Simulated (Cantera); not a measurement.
Feed: 1 mol SiHCl3, a varied amount of NH3, held at 1598 K and 1.33 mbar.

Method: chemical equilibrium by Gibbs-energy minimisation in Cantera with the NASA 1993 tables (ideal gas, pure condensed phases). Candidate condensed phases: NH4Cl, Si, Si3N4; 28 gas species. Kinetics and transport are ignored.

**Question.** Which condensed phases are stable at each of these points (n(NH3) (mol)): 1.2, 1.4, 1.6, 1.8, 2, 2.3, 2.6, 2.9, 3.3, 3.7, 4.2, 4.8, 5.4?

**Answer.** 
```
n(NH3) (mol)  condensed phases  Si condensed (%)
------------  ----------------  ----------------
1.2                   gas only               0.0
1.4                   gas only               0.0
1.6                   gas only               0.0
1.8                   gas only               0.0
2                     gas only               0.0
2.3                      Si(s)               0.2
2.6                      Si(s)               2.5
2.9                      Si(s)               4.7
3.3                      Si(s)               7.3
3.7                      Si(s)               9.8
4.2                      Si(s)              12.6
4.8                      Si(s)              15.6
5.4                      Si(s)              18.4
```

From 1.2 mol NH3 to 2 mol NH3 nothing is condensed. From 2.3 mol NH3 to 5.4 mol NH3 the condensed part is Si(s).
